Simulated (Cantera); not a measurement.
**Transport properties of process gases**

Gas mixture: 100 % C₂H₄, at 0.0612 atm, frozen composition.

Cantera's kinetic-theory transport with the Lennard-Jones parameters of GRI-Mech 3.0, ideal gas; thermal conductivity in the mixture-averaged form. The composition is frozen, though it would react at the higher temperatures.

| T (K) | ρ (kg/m³) | cp (J/kg/K) | μ (µPa s) | λ (mW/m/K) | Pr | D (cm²/s) C₂H₂ | D (cm²/s) NO | D (cm²/s) NH₃ |
|---|---|---|---|---|---|---|---|---|
| 400 | 0.0523 | 1877 | 13.3 | 33.6 | 0.745 | 3.52 | 4.38 | 4.55 |
| 500 | 0.0418 | 2220 | 16.3 | 48.6 | 0.747 | 5.33 | 6.53 | 7.04 |
| 600 | 0.0349 | 2529 | 19.1 | 64.4 | 0.750 | 7.43 | 8.99 | 9.97 |
| 700 | 0.0299 | 2785 | 21.7 | 80.4 | 0.750 | 9.79 | 11.7 | 13.3 |
| 800 | 0.0261 | 2991 | 24.1 | 96.4 | 0.746 | 12.4 | 14.8 | 17.0 |
| 900 | 0.0232 | 3167 | 26.3 | 112 | 0.743 | 15.2 | 18.0 | 21.1 |
| 1000 | 0.0209 | 3354 | 28.5 | 128 | 0.748 | 18.3 | 21.6 | 25.5 |
| 1100 | 0.0190 | 3498 | 30.5 | 143 | 0.748 | 21.5 | 25.3 | 30.2 |
| 1200 | 0.0174 | 3625 | 32.5 | 158 | 0.747 | 25.0 | 29.3 | 35.2 |
D: mixture-averaged diffusion coefficient of that species in the mixture.
